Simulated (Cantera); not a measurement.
## Moist CO burnout

An isothermal, constant-pressure homogeneous reactor starts with CO : O2 : H2O : N2 = 0.022 : 0.03 : 0.026 : 1 (molar parts), equivalence ratio 0.37, at 950 K and 0.306 atm.

Model: GRI-Mech 3.0 (53 species, 325 reactions), integrated in Cantera.

```
t (s)         x CO    x O2   x H2O      x NO      x OH       x O
--------  --------  ------  ------  --------  --------  --------
0.000500    0.0204  0.0278  0.0241    <1e-12    <1e-12  2.73e-11
0.000998    0.0204  0.0278  0.0241    <1e-12  1.78e-12  5.50e-11
0.00199     0.0204  0.0278  0.0241    <1e-12  4.50e-12  1.17e-10
0.00397     0.0204  0.0278  0.0241    <1e-12  1.21e-11  2.80e-10
0.00793     0.0204  0.0278  0.0241    <1e-12  4.14e-11  8.83e-10
0.0158      0.0204  0.0278  0.0241    <1e-12  2.81e-10   5.66e-9
0.0316      0.0204  0.0278  0.0241    <1e-12   1.04e-8   1.95e-7
0.0630      0.0193  0.0273  0.0240  6.00e-10   8.55e-6   7.07e-5
0.126       0.0103  0.0229  0.0241   1.02e-8   1.18e-5   5.35e-5
0.251      0.00394  0.0198  0.0242   1.45e-8   7.46e-6   1.89e-5
0.501      0.00130  0.0185  0.0243   1.50e-8   4.03e-6   5.17e-6
1.00      0.000408  0.0180  0.0244   1.43e-8   2.09e-6   1.28e-6
```
x: mole fraction; the columns are a selection and need not sum to one.

Equilibrium at this temperature and pressure: CO 2.84e-12, O2 0.0178, H2O 0.0244, NO 5.60e-6, OH 1.47e-8, O 7.67e-12 (gas phase only).
